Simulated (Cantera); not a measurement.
## BN + H2 + N2 + H2O (nitride etching)

A closed system holds: 1 mol BN, 94 mol H2, 59 mol N2, 0.51 mol H2O, at 625 °C.

Cantera equilibrium calculation (NASA polynomials, part measured and part estimated; ideal gas, pure solids and liquids). Candidate condensed phases: B, BN, B2O3, B3O3H3, H2O; 39 gas species. Gases not in the tables: H3BO3. Equilibrium is a limit: real reactors are often held back by kinetics, nucleation or transport.

From 1.00e-5 bar to 0.280 bar the condensed part is BN(s) + B2O3(l). At 1.00 bar the condensed part is BN(s).

```json
[
 {"P (Pa)": "1", "x H2": "0.615", "x N2": "0.385", "x H2O": "9.64e-5", "x NH3": "3.68e-9", "x HBO2": "7.44e-6", "x (HBO2)3": "1.46e-10", "n BN(s)": "0.670", "n B2O3(l)": "0.164"},
 {"P (Pa)": "3.60", "x H2": "0.615", "x N2": "0.385", "x H2O": "0.000148", "x NH3": "1.33e-8", "x HBO2": "4.85e-6", "x (HBO2)3": "5.27e-10", "n BN(s)": "0.675", "n B2O3(l)": "0.162"},
 {"P (Pa)": "13", "x H2": "0.615", "x N2": "0.385", "x H2O": "0.000227", "x NH3": "4.79e-8", "x HBO2": "3.16e-6", "x (HBO2)3": "1.90e-9", "n BN(s)": "0.683", "n B2O3(l)": "0.158"},
 {"P (Pa)": "46", "x H2": "0.615", "x N2": "0.385", "x H2O": "0.000345", "x NH3": "1.69e-7", "x HBO2": "2.07e-6", "x (HBO2)3": "6.73e-9", "n BN(s)": "0.695", "n B2O3(l)": "0.152"},
 {"P (Pa)": "170", "x H2": "0.615", "x N2": "0.385", "x H2O": "0.000534", "x NH3": "6.26e-7", "x HBO2": "1.34e-6", "x (HBO2)3": "2.49e-8", "n BN(s)": "0.715", "n B2O3(l)": "0.143"},
 {"P (Pa)": "600", "x H2": "0.614", "x N2": "0.385", "x H2O": "0.000812", "x NH3": "2.21e-6", "x HBO2": "8.81e-7", "x (HBO2)3": "8.77e-8", "n BN(s)": "0.743", "n B2O3(l)": "0.128"},
 {"P (Pa)": "2200", "x H2": "0.614", "x N2": "0.385", "x H2O": "0.00125", "x NH3": "8.08e-6", "x HBO2": "5.71e-7", "x (HBO2)3": "3.21e-7", "n BN(s)": "0.788", "n B2O3(l)": "0.106"},
 {"P (Pa)": "7700", "x H2": "0.613", "x N2": "0.385", "x H2O": "0.00190", "x NH3": "2.82e-5", "x HBO2": "3.76e-7", "x (HBO2)3": "1.12e-6", "n BN(s)": "0.855", "n B2O3(l)": "0.0724"},
 {"P (Pa)": "28000", "x H2": "0.613", "x N2": "0.384", "x H2O": "0.00292", "x NH3": "0.000102", "x HBO2": "2.44e-7", "x (HBO2)3": "4.07e-6", "n BN(s)": "0.959", "n B2O3(l)": "0.0195"},
 {"P (Pa)": "100000", "x H2": "0.612", "x N2": "0.384", "x H2O": "0.00331", "x NH3": "0.000365", "x HBO2": "8.82e-8", "x (HBO2)3": "2.45e-6", "n BN(s)": "0.999", "n B2O3(l)": "0"}
]
```
x: gas mole fraction; n: condensed amount in mol.
